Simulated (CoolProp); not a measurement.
Vapour-liquid equilibrium of isohexane (1) + n-heptane (2) at -1.85 °C; x and y are mole fractions of (1).

Values from CoolProp's multi-fluid Helmholtz-energy mixture model, Lemmon 2006 and Span 2003; pair parameters Bell 2016.

```csv
x,bubble pressure (MPa),y at the bubble point,dew pressure at overall composition x (MPa),liquid density (mol/L)
0.05,(withheld),(withheld),0.001417,(withheld)
0.2,(withheld),0.601,0.001631,7.153
0.35,0.003738,0.761,0.001922,7.268
0.5,0.004741,0.855,0.002338,7.387
0.65,0.005753,0.916,0.002980,7.509
0.8,0.006776,0.959,0.004097,7.634
0.95,0.007806,0.991,0.006527,7.763
```

### Question
Complete the blanks.

### Answer

- 0.05, bubble pressure (MPa): 0.001709
- 0.05, y at the bubble point: 0.245
- 0.05, liquid density (mol/L): 7.042
- 0.2, bubble pressure (MPa): 0.002734

No azeotrope shows between x = 0.05 and 0.95.

Pair parameters are fitted to limited data, so mixtures are less certain than the pure fluids.
